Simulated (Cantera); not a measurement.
## Hydrocarbon pyrolysis for carbon deposition

A perfectly stirred reactor is fed with 31.2 % CH4, 68.8 % N2, at 1.00 bar; it is held at 1975 K, and followed from long to short residence time.

Detailed kinetics in Cantera: GRI-Mech 3.0 (53 species, 325 reactions). GRI-Mech 3.0 stops at C3 and has no aromatics, soot or wall deposition, so with more carbon than oxygen in the feed, carbon stays in small species such as C2H2 where larger ones or solid carbon would form.

```
τ (s)      x CH4    x C2H6       x H  x C2H2    x C2H    x C2H4   x H2
-------  -------  --------  --------  ------  -------  --------  -----
1.2      0.00307   2.66e-7  0.000812   0.117  4.63e-6  0.000322  0.353
0.50     0.00452   5.50e-7  0.000804   0.117  4.59e-6  0.000324  0.351
0.20     0.00702   1.28e-6  0.000791   0.116  4.51e-6  0.000329  0.348
0.084     0.0108   2.96e-6  0.000772   0.114  4.40e-6  0.000345  0.344
0.034     0.0171   7.17e-6  0.000742   0.112  4.23e-6  0.000393  0.336
0.014     0.0269   1.71e-5  0.000702   0.108  3.99e-6  0.000519  0.325
0.0058    0.0419   3.98e-5  0.000647   0.101  3.67e-6  0.000828  0.307
0.0024    0.0646   9.02e-5  0.000577  0.0918  3.25e-6   0.00156  0.280
0.00097   0.0978  0.000197  0.000488  0.0771  2.69e-6   0.00319  0.240
0.00040    0.141  0.000387  0.000384  0.0574  2.01e-6   0.00616  0.187
```
x: mole fraction; the columns are a selection and need not sum to one.
